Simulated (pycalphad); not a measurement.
**Phase fractions of Hf-24.4C (at.%)**

All values are pycalphad results on the COST 507 light-alloy database (1999) (1 atm), not direct measurements. The data set is of 1999 and partly superseded. Amounts are mole fractions of atoms. Kinetics are ignored, which matters at the lower temperatures.

```json
[
 {"T (°C)": "3027", "LIQUID": "0.503", "FCC_A1": "0.497", "HCP_A3": "-"},
 {"T (°C)": "2877", "LIQUID": "0.449", "FCC_A1": "0.551", "HCP_A3": "-"},
 {"T (°C)": "2727", "LIQUID": "0.406", "FCC_A1": "0.594", "HCP_A3": "-"},
 {"T (°C)": "2577", "LIQUID": "0.371", "FCC_A1": "0.629", "HCP_A3": "-"},
 {"T (°C)": "2427", "LIQUID": "…", "FCC_A1": "…", "HCP_A3": "-"},
 {"T (°C)": "2277", "LIQUID": "-", "FCC_A1": "0.563", "HCP_A3": "0.437"},
 {"T (°C)": "2127", "LIQUID": "-", "FCC_A1": "0.589", "HCP_A3": "0.411"},
 {"T (°C)": "1977", "LIQUID": "-", "FCC_A1": "0.600", "HCP_A3": "0.400"},
 {"T (°C)": "1827", "LIQUID": "-", "FCC_A1": "0.606", "HCP_A3": "0.394"},
 {"T (°C)": "1677", "LIQUID": "-", "FCC_A1": "0.610", "HCP_A3": "0.390"},
 {"T (°C)": "1527", "LIQUID": "-", "FCC_A1": "0.613", "HCP_A3": "0.387"},
 {"T (°C)": "1377", "LIQUID": "-", "FCC_A1": "0.616", "HCP_A3": "0.384"},
 {"T (°C)": "1227", "LIQUID": "-", "FCC_A1": "0.618", "HCP_A3": "0.382"},
 {"T (°C)": "1077", "LIQUID": "-", "FCC_A1": "…", "HCP_A3": "…"},
 {"T (°C)": "927", "LIQUID": "-", "FCC_A1": "0.623", "HCP_A3": "0.377"},
 {"T (°C)": "777", "LIQUID": "-", "FCC_A1": "0.625", "HCP_A3": "0.375"},
 {"T (°C)": "627", "LIQUID": "-", "FCC_A1": "0.627", "HCP_A3": "0.373"},
 {"T (°C)": "477", "LIQUID": "-", "FCC_A1": "0.629", "HCP_A3": "0.371"},
 {"T (°C)": "327", "LIQUID": "-", "FCC_A1": "0.631", "HCP_A3": "0.369"}
]
```

Q: What belongs in the gaps?

A: 
- 2427, LIQUID: 0.340
- 2427, FCC_A1: 0.660
- 1077, FCC_A1: 0.620
- 1077, HCP_A3: 0.380

FCC_A1 is fcc; HCP_A3 is hcp. The fcc model also describes the rock-salt carbide or nitride (TiC, TiN, HfC).
